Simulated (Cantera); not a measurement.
**Adiabatic ignition**

An adiabatic, constant-volume homogeneous reactor starts with 2.28 % C₃H₈, 7.10 % O₂, 85.4 % N₂, 5.24 % H₂O, at 1800 K and 0.730 atm.

Detailed kinetics in Cantera: GRI-Mech 3.0 (53 species, 325 reactions). GRI-Mech 3.0 was tuned for natural gas; its chemistry of propane as a main component is partial and can be far from experiment.

```json
[
 {"t (s)": "1.00e-6", "T (K)": "1785", "P (bar)": "0.735", "x C₃H₈": "0.0212", "x O₂": "0.0708", "x H₂O": "0.0523", "x OH": "4.72e-5", "x CH₂": "1.15e-6", "x CO": "1.99e-6"},
 {"t (s)": "5.76e-6", "T (K)": "1743", "P (bar)": "0.726", "x C₃H₈": "0.0133", "x O₂": "0.0686", "x H₂O": "0.0529", "x OH": "0.000195", "x CH₂": "2.58e-5", "x CO": "0.000454"},
 {"t (s)": "3.32e-5", "T (K)": "2193", "P (bar)": "0.971", "x C₃H₈": "9.59e-11", "x O₂": "0.0177", "x H₂O": "0.0846", "x OH": "0.00316", "x CH₂": "0.000172", "x CO": "0.0471"},
 {"t (s)": "0.000191", "T (K)": "2398", "P (bar)": "1.06", "x C₃H₈": "<1e-12", "x O₂": "0.00138", "x H₂O": "0.0883", "x OH": "0.00568", "x CH₂": "<1e-12", "x CO": "0.0446"},
 {"t (s)": "0.00110", "T (K)": "2494", "P (bar)": "1.10", "x C₃H₈": "<1e-12", "x O₂": "0.000437", "x H₂O": "0.0936", "x OH": "0.00342", "x CH₂": "<1e-12", "x CO": "0.0446"},
 {"t (s)": "0.00635", "T (K)": "2513", "P (bar)": "1.11", "x C₃H₈": "<1e-12", "x O₂": "0.000261", "x H₂O": "0.0947", "x OH": "0.00269", "x CH₂": "<1e-12", "x CO": "0.0447"},
 {"t (s)": "0.0366", "T (K)": "2511", "P (bar)": "1.11", "x C₃H₈": "<1e-12", "x O₂": "0.000253", "x H₂O": "0.0946", "x OH": "0.00265", "x CH₂": "<1e-12", "x CO": "0.0448"},
 {"t (s)": "0.211", "T (K)": "2511", "P (bar)": "1.11", "x C₃H₈": "<1e-12", "x O₂": "0.000253", "x H₂O": "0.0946", "x OH": "0.00265", "x CH₂": "<1e-12", "x CO": "0.0448"},
 {"t (s)": "1.21", "T (K)": "2511", "P (bar)": "1.11", "x C₃H₈": "<1e-12", "x O₂": "0.000253", "x H₂O": "0.0946", "x OH": "0.00265", "x CH₂": "<1e-12", "x CO": "0.0448"},
 {"t (s)": "7.00", "T (K)": "2511", "P (bar)": "1.11", "x C₃H₈": "<1e-12", "x O₂": "0.000253", "x H₂O": "0.0946", "x OH": "0.00265", "x CH₂": "<1e-12", "x CO": "0.0448"}
]
```
x: mole fraction; the columns are a selection and need not sum to one.

| Item | Result |
|---|---|
| time of steepest temperature rise | 31.5 µs |
| temperature at 7.00 s | 2511 K |
| equilibrium temperature | 2511 K |
| x(C₃H₈) at 7.00 s | <1e-12 (gas-phase equilibrium <1e-12) |
| x(O₂) at 7.00 s | 0.000253 (gas-phase equilibrium 0.000253) |
| x(H₂O) at 7.00 s | 0.0946 (gas-phase equilibrium 0.0946) |
